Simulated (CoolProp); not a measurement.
A single-stage vapour-compression cycle with fluoroethane (R161): evaporating at 231.15 K (dew point), condensing at 262.15 K (bubble point), superheat 10 K, subcooling 8 K, compressor efficiency 0.7, no pressure losses. Each further row changes one setting.

Model: reference Helmholtz-energy equation of state, Wu 2012, in CoolProp.

```json
[
 {"case": "as stated", "cooling COP": "4.79", "pressure ratio": "3.63", "discharge temperature (K)": "314.2", "refrigerating effect (kJ/kg)": "395", "volumetric capacity (kJ/m³)": "798"},
 {"case": "evaporating temperature 236.15 K", "cooling COP": "5.94", "pressure ratio": "2.88", "discharge temperature (K)": "306.4", "refrigerating effect (kJ/kg)": "399", "volumetric capacity (kJ/m³)": "[?]"},
 {"case": "condensing temperature 257.15 K", "cooling COP": "[?]", "pressure ratio": "[?]", "discharge temperature (K)": "[?]", "refrigerating effect (kJ/kg)": "405", "volumetric capacity (kJ/m³)": "819"},
 {"case": "subcooling 13 K", "cooling COP": "4.92", "pressure ratio": "3.63", "discharge temperature (K)": "314.2", "refrigerating effect (kJ/kg)": "405", "volumetric capacity (kJ/m³)": "819"},
 {"case": "superheat 20 K", "cooling COP": "4.73", "pressure ratio": "3.63", "discharge temperature (K)": "[?]", "refrigerating effect (kJ/kg)": "406", "volumetric capacity (kJ/m³)": "785"},
 {"case": "compressor efficiency 0.6", "cooling COP": "4.11", "pressure ratio": "3.63", "discharge temperature (K)": "324.4", "refrigerating effect (kJ/kg)": "395", "volumetric capacity (kJ/m³)": "798"}
]
```

Question: What belongs in the gaps?

Answer: 
- evaporating temperature 236.15 K, volumetric capacity (kJ/m³): 1000
- condensing temperature 257.15 K, cooling COP: 5.81
- condensing temperature 257.15 K, pressure ratio: 3.02
- condensing temperature 257.15 K, discharge temperature (K): 303.7
- superheat 20 K, discharge temperature (K): 325.0
